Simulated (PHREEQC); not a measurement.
## Ultrapure water in contact with air or piping

Synthetic water in mg/L, 25 °C, pH 6.85, pe 8.7: Na 0.622; K 0.069; Ca 0.357; Mg 0.0142; Cl 0.168; S(6) as SO4 0.835; Alkalinity as HCO3 1.51; F 0.00582.

Cl is adjusted to close the charge balance.
Valence states are taken as typed.

Model: ion-association model, phreeqc.dat, run in PHREEQC.

The ionic strength comes out as 6.61e-5 mol/kgw.

| species | molality | activity | log γ |
|---|---|---|---|
| Na+ | 2.71e-5 | 2.68e-5 | -0.004 |
| HCO3- | 2.48e-5 | 2.46e-5 | -0.004 |
| Ca+2 | 8.89e-6 | 8.56e-6 | -0.016 |
| SO4-2 | 8.68e-6 | 8.36e-6 | -0.016 |
| CO2 | 7.80e-6 | 7.80e-6 | 0.000 |
| Cl- | 5.37e-6 | 5.31e-6 | -0.004 |
| K+ | 1.77e-6 | 1.75e-6 | -0.004 |
| Mg+2 | 5.83e-7 | 5.61e-7 | -0.016 |
| F- | 3.06e-7 | 3.03e-7 | -0.004 |
| H+ | 1.43e-7 | 1.41e-7 | -0.004 |
| OH- | 7.23e-8 | 7.17e-8 | -0.004 |
| CaSO4 | 1.27e-8 | 1.27e-8 | 0.000 |
| CO3-2 | 8.47e-9 | 8.15e-9 | -0.016 |
| CaHCO3+ | 2.71e-9 | 2.68e-9 | -0.004 |

No solid was allowed to form.
